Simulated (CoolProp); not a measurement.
The numbers come from the reference Helmholtz-energy equation of state, Setzmann 1991 in CoolProp.

**Question.** For methane, give the phase and the cp (kJ/(kg K)), Prandtl number at 27.05 °C and 0.218 bar; 27.05 °C and 36.4 bar.

**Answer.** 
- 27.05 °C and 0.218 bar: gas; cp 2.23, Prandtl number 0.731
- 27.05 °C and 36.4 bar: gas; cp 2.47, Prandtl number 0.789

Viscosity comes from a separate model (Quiñones-Cisneros 2006). Thermal conductivity comes from a separate model (Friend 1989).
